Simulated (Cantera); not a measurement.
Input: 1 mol Si₂Cl₆, 0.052 mol Cl₂, a varied amount of H₂, equilibrated at 800 K and 1330 Pa.

These are equilibrium values from Cantera (NASA tables, ideal gas, pure condensed phases), not measurements of a reactor. Candidate condensed phases: Si; 19 gas species. The feed counts by its element totals alone. The tables' values for SiCl₃ are old estimates; treat these amounts as uncertain. Rates play no part.

x: gas mole fraction; n: condensed amount in mol.

```
n(H₂) (mol)   x H₂  x SiCl₄  x SiHCl₃    x HCl  x SiH₂Cl₂  n Si(s)
-----------  -----  -------  --------  -------  ---------  -------
17           0.911   0.0698    0.0156        ?   0.000281    0.416
65           0.973   0.0178   0.00579        ?   0.000152    0.417
110          0.984   0.0102   0.00382        ?   0.000116    0.426
160          0.988  0.00674   0.00281  0.00214    9.49e-5    0.438
210          0.991  0.00498   0.00225  0.00199    8.18e-5    0.450
260          0.992  0.00391   0.00188  0.00187    7.26e-5    0.463
310          0.993  0.00320   0.00161  0.00178    6.57e-5    0.475
360          0.994  0.00269   0.00142  0.00171    6.03e-5    0.488
410          0.995  0.00231   0.00127  0.00164    5.60e-5    0.500
```

### Question
Complete the blanks.

### Answer

- 17, x HCl: 0.00368
- 65, x HCl: 0.00271
- 110, x HCl: 0.00237
